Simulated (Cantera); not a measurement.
A closed system holds: 1 mol (CH₃)₂SiCl₂, 0.2 mol HCl, 1.3 mol H₂, 0.052 mol C₂H₂, equilibrated at 2473.15 K and 13300 Pa.

Cantera equilibrium calculation (NASA polynomials, part measured and part estimated; ideal gas, pure solids and liquids). Candidate condensed phases: C, C₆H₆, C₇H₈, C₈H₁₈, Si, SiC; 109 gas species. The feed counts by its element totals alone. The tables' values for SiCl, SiCl₃ are old estimates; treat these amounts as uncertain. Gases not in the tables: Si₂H₆ and higher silanes. Rates play no part.

Base state: H₂ 0.601, HCl 0.274, H 0.0474, SiCl₂ 0.0424, Cl 0.0153, Si 0.00653, C₂H₂ (acetylene) 0.00580, SiCl 0.00395 (mole fractions); condensed: C(graphite) + SiC(s).

### Question
What changes in the equilibrium state with this change: pressure from 13300 Pa to 680 Pa?

### Answer
```csv
species,before,after
H₂,0.601,0.427
HCl,0.274,0.200
H,0.0474,0.177
SiC₂,0.00157,0.0187
Si,0.00653,0.0778
Cl,0.0153,0.0587
SiCl₂,0.0424,0.0193
C,8.60e-7,1.69e-5
C₃,2.44e-6,4.79e-5
SiC,2.61e-6,3.10e-5
SiCl₃,0.000332,2.95e-5
"C(graphite), mol",1.34,1.73
"SiC(s), mol",0.668,0
```
